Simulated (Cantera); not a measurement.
A closed system holds: 1 mol TEOS, 0.95 mol NO, held at 340 Pa.

Method: chemical equilibrium by Gibbs-energy minimisation in Cantera with the NASA 1993 tables (ideal gas, pure condensed phases). Candidate condensed phases: C, C6H6, C7H8, C8H18, H2O, Si, SiC, SiO2, Si2N2O, Si3N4; 151 gas species. The feed counts by its element totals alone. Mutual solubility and eutectic melting of coexisting phases are not modelled. The tables hold silica as quartz up to 1696 K and as liquid above; real silica turns to tridymite and cristobalite and melts near 1996 K. Kinetics and transport are ignored.

log p: log10 of the partial pressure in bar; n: condensed amount in mol.

```csv
T (°C),log p H2,log p CO,log p H,log p N2,n C(graphite),n SiO2(β-quartz),n Si2N2O(s),n SiC(s)
900,-2.60,-3.13,-8.23,-3.92,5.05,1.000,0,0
1000,-2.62,-3.01,-7.46,-4.70,3.87,0.215,0.392,0
1100,-2.63,-2.98,___,-4.73,___,0,0.395,___
1200,-2.66,-2.96,-6.23,-3.98,2.07,0,0,0.991
1300,-2.66,-2.96,-5.72,-3.98,2.07,0,0,0.987
1400,-2.66,-2.96,-5.27,-3.98,2.08,0,0,0.981
1500,-2.66,-2.97,-4.88,-3.99,2.09,0,0,0.974
1600,-2.66,-2.97,-4.52,-3.99,2.09,0,0,0.965
1700,-2.67,-2.97,___,-4.00,2.10,0,0,0.949
1800,-2.68,-2.98,-3.92,-4.01,2.12,0,0,0.908
```

Q: Some entries are withheld; supply them.

A: 
- 1700, log p H: -4.20
- 1100, log p H: -6.79
- 1100, n C(graphite): 3.25
- 1100, n SiC(s): 0.204
